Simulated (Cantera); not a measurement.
# Thermodynamics of boron, boron nitride and boron oxide, feed B + H2O

A closed system holds: 1 mol B, a varied amount of H2O, held at 850 K and 0.100 bar.

Cantera equilibrium calculation (NASA polynomials, part measured and part estimated; ideal gas, pure solids and liquids). Candidate condensed phases: B, B2O3, B3O3H3, H2O; 23 gas species. Gases not in the tables: H3BO3. Rates play no part.

```
n(H2O) (mol)    x H2     x H2O  x (HBO2)3  x B3O3H3    x HBO2    x HBO  n B(s)  n B2O3(l)
------------  ------  --------  ---------  --------  --------  -------  ------  ---------
1.1            0.998  6.22e-10     <1e-12   0.00151  4.97e-11  3.30e-8   0.265      0.365
4.1            0.368     0.622     0.0103    <1e-12   1.57e-6   <1e-12       0      0.437
7.2            0.210     0.776     0.0143    <1e-12   1.75e-6   <1e-12       0      0.347
10             0.151     0.833     0.0159    <1e-12   1.82e-6   <1e-12       0      0.264
13             0.116     0.867     0.0169    <1e-12   1.85e-6   <1e-12       0      0.174
16            0.0946     0.888     0.0175    <1e-12   1.88e-6   <1e-12       0     0.0840
19            0.0796     0.903     0.0177    <1e-12   1.88e-6   <1e-12       0          0
```
x: gas mole fraction; n: condensed amount in mol.

At 1.1 mol H2O the condensed part is B(s) + B2O3(l). From 4.1 mol H2O to 16 mol H2O the condensed part is B2O3(l). At 19 mol H2O nothing is condensed. The share of B in condensed phases is highest at 1.1 mol H2O (99.5 %) and lowest at 19 mol H2O (0.0 %).
